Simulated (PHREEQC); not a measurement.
Solution (25 °C): 15 mmol/kgw KOH and 62 mmol/kgw Na2SO4. Closed to the air; pH follows from the charge balance.

All values are PHREEQC results (ion-association model, wateq4f.dat), not measurements.

Precipitation was switched off in this run.

Order these S species by the share of S that they hold, largest first: KSO4-, NaSO4-, SO4-2.

SO4-2 (83 %), NaSO4- (15 %), KSO4- (2.3 %)

The pH is 12.03 and the ionic strength 0.180 mol/kgw.
